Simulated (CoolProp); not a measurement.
The numbers come from the reference Helmholtz-energy equation of state, de Reuck 1993 in CoolProp.

Task: Give the vapour pressure (MPa), liquid density (kg/m³), vapour Z, vapour viscosity (µPa s) of saturated methanol at 386, 392.3, 423.8 K.

Result: 
```
T (K)  p (MPa)  liquid density (kg/m³)  vapour Z  vapour viscosity (µPa s)
-----  -------  ----------------------  --------  ------------------------
386      0.522                     696     0.882                      12.2
392.3    0.626                     688     0.870                      12.3
423.8     1.42                     645     0.792                      13.1
```

Viscosity comes from a separate model (Xiang 2006).
